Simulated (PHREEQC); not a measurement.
0.02 g of hydrous ferric oxide (600 m²/g; 0.2 weak and 0.005 strong sites per Fe, Dzombak-Morel constants, diffuse double layer) in 1 kg of water with 0.3 mol/kgw of an inert sodium salt, at 25 °C; the pH is set by adding NaOH or the inert anion's acid. Oxygen alone is held at its pressure in air (log pO2 = -0.68). No CO2 enters from the air. Nothing may precipitate in this run.

Base run: PHREEQC, ion-association model, wateq4f.dat. Each further column changes one thing. The table gives surface charge σ (C/m²).

```json
[
 {"pH": "4", "base": "0.349", "background salt from 0.3 to 0.03 mol/kgw": "0.270", "oxide from 0.02 to 0.1 g/kgw": "0.349", "5.9e-05 mol/kgw Ag2SO4 added": "0.263"},
 {"pH": "4.38", "base": "0.328", "background salt from 0.3 to 0.03 mol/kgw": "0.227", "oxide from 0.02 to 0.1 g/kgw": "0.328", "5.9e-05 mol/kgw Ag2SO4 added": "0.254"},
 {"pH": "4.75", "base": "0.296", "background salt from 0.3 to 0.03 mol/kgw": "0.184", "oxide from 0.02 to 0.1 g/kgw": "0.296", "5.9e-05 mol/kgw Ag2SO4 added": "0.239"},
 {"pH": "5.5", "base": "0.210", "background salt from 0.3 to 0.03 mol/kgw": "0.111", "oxide from 0.02 to 0.1 g/kgw": "0.210", "5.9e-05 mol/kgw Ag2SO4 added": "0.188"},
 {"pH": "5.88", "base": "0.167", "background salt from 0.3 to 0.03 mol/kgw": "0.082", "oxide from 0.02 to 0.1 g/kgw": "0.167", "5.9e-05 mol/kgw Ag2SO4 added": "0.155"},
 {"pH": "6.25", "base": "0.129", "background salt from 0.3 to 0.03 mol/kgw": "0.060", "oxide from 0.02 to 0.1 g/kgw": "0.129", "5.9e-05 mol/kgw Ag2SO4 added": "0.123"},
 {"pH": "6.62", "base": "0.095", "background salt from 0.3 to 0.03 mol/kgw": "0.042", "oxide from 0.02 to 0.1 g/kgw": "0.095", "5.9e-05 mol/kgw Ag2SO4 added": "0.093"},
 {"pH": "7.38", "base": "0.041", "background salt from 0.3 to 0.03 mol/kgw": "0.017", "oxide from 0.02 to 0.1 g/kgw": "0.041", "5.9e-05 mol/kgw Ag2SO4 added": "0.041"},
 {"pH": "7.75", "base": "0.020", "background salt from 0.3 to 0.03 mol/kgw": "0.008", "oxide from 0.02 to 0.1 g/kgw": "0.020", "5.9e-05 mol/kgw Ag2SO4 added": "0.019"},
 {"pH": "8.12", "base": "-0.001", "background salt from 0.3 to 0.03 mol/kgw": "0.000", "oxide from 0.02 to 0.1 g/kgw": "-0.001", "5.9e-05 mol/kgw Ag2SO4 added": "-0.001"},
 {"pH": "8.5", "base": "-0.021", "background salt from 0.3 to 0.03 mol/kgw": "-0.008", "oxide from 0.02 to 0.1 g/kgw": "-0.021", "5.9e-05 mol/kgw Ag2SO4 added": "-0.021"},
 {"pH": "9.25", "base": "-0.068", "background salt from 0.3 to 0.03 mol/kgw": "-0.029", "oxide from 0.02 to 0.1 g/kgw": "-0.068", "5.9e-05 mol/kgw Ag2SO4 added": "-0.059"},
 {"pH": "9.62", "base": "-0.097", "background salt from 0.3 to 0.03 mol/kgw": "-0.043", "oxide from 0.02 to 0.1 g/kgw": "-0.097", "5.9e-05 mol/kgw Ag2SO4 added": "-0.074"},
 {"pH": "10", "base": "-0.132", "background salt from 0.3 to 0.03 mol/kgw": "-0.062", "oxide from 0.02 to 0.1 g/kgw": "-0.132", "5.9e-05 mol/kgw Ag2SO4 added": "-0.084"}
]
```
